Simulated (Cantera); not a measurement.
Charge: 1 mol CCl4, 1.7 mol HCl, 0.042 mol Si, at 2975 K and 750 Torr.

These are equilibrium values from Cantera (NASA tables, ideal gas, pure condensed phases), not measurements of a reactor. The tables' values for SiCl3, SiCl, CCl are old estimates; treat these amounts as uncertain. Rates play no part.

| species | before | after |
|---|---|---|
| Cl | 0.688 | 0.693 |
| HCl | 0.290 | 0.289 |
| H | 0.00613 | 0.00607 |
| SiCl2 | 0.00619 | 0.00293 |
| Si | 1.15e-5 | 5.37e-6 |
| SiCl | 9.83e-5 | 4.62e-5 |
| SiCl3 | 0.00103 | 0.000491 |
| SiCl4 | 7.23e-5 | 3.47e-5 |
| H2 | 0.00176 | 0.00172 |
| C2H2 (acetylene) | 0.000102 | 9.96e-5 |
| C(graphite), mol | 0.986 | 0.986 |
Gas species are given as mole fractions.

### Question
Which change was made?
(A) Si from 0.042 to 0.09 mol
(B) Si from 0.042 to 0.02 mol
(C) pressure from 750 Torr to 100 Torr
(D) temperature from 2975 K to 1200 K

### Answer
B, Si from 0.042 to 0.02 mol
